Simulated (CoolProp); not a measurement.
Vapour-liquid equilibrium of R152A (1) + isobutane (2) at 328 K; x and y are mole fractions of (1).

The numbers come from the multi-fluid Helmholtz-energy mixture model, Outcalt 1996 and Bücker 2006; pair parameters Bell 2016 in CoolProp.

```tsv
x	bubble pressure, mixture model (MPa)	bubble pressure, Raoult's law (MPa)	y, mixture model	y, Raoult's law
0.05	0.8731	0.7981	0.138	0.083
0.15	1.042	0.8537	0.317	0.233
0.25	1.170	0.9094	0.431	0.365
0.35	1.265	0.9651	0.514	0.481
0.45	1.335	1.021	0.579	0.585
0.55	1.385	1.076	0.637	0.678
0.65	1.417	1.132	0.693	0.762
0.75	1.430	1.188	0.754	0.838
0.85	1.420	1.243	0.828	0.907
0.95	1.372	1.299	0.930	0.970
```

The largest gap from Raoult's law is +31.1 % in bubble pressure, at x = 0.35. y crosses x between x = 0.75 and 0.85: the model has an azeotrope there.

The pair parameters rest on a limited set of measurements; away from them the model extrapolates.
